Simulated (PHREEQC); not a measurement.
Polishing slurry liquid

A solution holds 0.019 mol HNO3, 0.0026 mol Al(NO3)3 and 1.6e-06 mol CO2 per kg of water, at 43 °C. Closed to the air; pH follows from the charge balance.

Equilibrium calculation in PHREEQC: ion-association model, phreeqc.dat.

No solid was allowed to form.

### Question
What pH, specific conductance does the model give?

### Answer
pH 1.78; specific conductance 11400 µS/cm.

Species that the database lacks are ignored. Away from 25 °C the constants follow the database's enthalpies or fits; those with neither stay at their 25 °C values.
